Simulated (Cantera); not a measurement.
An isothermal, constant-pressure homogeneous reactor starts with 0.662 % CH4, 99.3 % N2, at 1975 K and 0.0150 bar.

Model: GRI-Mech 3.0 (53 species, 325 reactions), integrated in Cantera. GRI-Mech 3.0 stops at C3 and has no aromatics, soot or wall deposition, so with more carbon than oxygen in the feed, carbon stays in small species such as C2H2 where larger ones or solid carbon would form. Radical loss at walls, strong at low pressure, is not modelled.

One state of this run: x CH4 = 0.000662; x CH3 = 0.000223; x H = 0.000163; x C2H = 9.18e-7; x C2H4 = 2.27e-5. x: mole fraction; the columns are a selection and need not sum to one.

### Question
Which value of t (s) does it belong to?
(A) 0.00300
(B) 60.0
(C) 0.0815
(D) 0.00903

### Answer
C, 0.0815
